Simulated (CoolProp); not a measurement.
Properties of carbonyl sulfide along the isobar 5760 kPa (Tc = 105.6 °C, pc = 6369 kPa, ω = 0.098).

Computed with CoolProp (reference Helmholtz-energy equation of state, Lemmon 2006). It is a short technical equation, of lower accuracy than the large ones.

| T (°C) | phase | cp (kJ/(kg K)) | fugacity coefficient |
|---|---|---|---|
| -90.25 | liquid | 1.159 | 0.002046 |
| -49.45 | liquid | 1.171 | 0.02063 |
| -8.55 | liquid | 1.228 | 0.09125 |
| 32.35 | liquid | 1.347 | 0.2487 |
| 73.25 | liquid | 1.677 | 0.4959 |
| 114.15 | gas | 1.786 | 0.7229 |
| 155.05 | gas | 1.125 | 0.8013 |
| 195.95 | gas | 1.001 | 0.8527 |
